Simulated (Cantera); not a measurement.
Feed: 1 mol CO2, 0.22 mol O2, at 0.00420 bar.

These are equilibrium values from Cantera (NASA tables, ideal gas, pure condensed phases), not measurements of a reactor. Candidate condensed phases: C; 23 gas species. Ions and electrons are included (thermal ionisation). Equilibrium is a limit: real reactors are often held back by kinetics, nucleation or transport.

log p: log10 of the partial pressure in bar; nothing condenses.

| T (K) | log p O | log p CO | log p O2 | log p CO2 | log p C | log p e- |
|---|---|---|---|---|---|---|
| 3000 | -2.70 | -2.75 | -3.51 | -4.02 | -11.69 | [?] |
| 3500 | -2.61 | -2.76 | -4.61 | -5.26 | -9.07 | [?] |
| 4000 | -2.61 | -2.76 | -5.56 | -6.24 | -7.02 | [?] |
| 4500 | -2.61 | -2.77 | -6.30 | -7.00 | -5.42 | [?] |
| 5000 | -2.60 | -2.79 | -6.89 | -7.63 | -4.17 | [?] |

### Question
What belongs in the gaps?

### Answer

- 3000, log p e-: -10.65
- 3500, log p e-: -9.58
- 4000, log p e-: -8.47
- 4500, log p e-: -7.38
- 5000, log p e-: -6.27
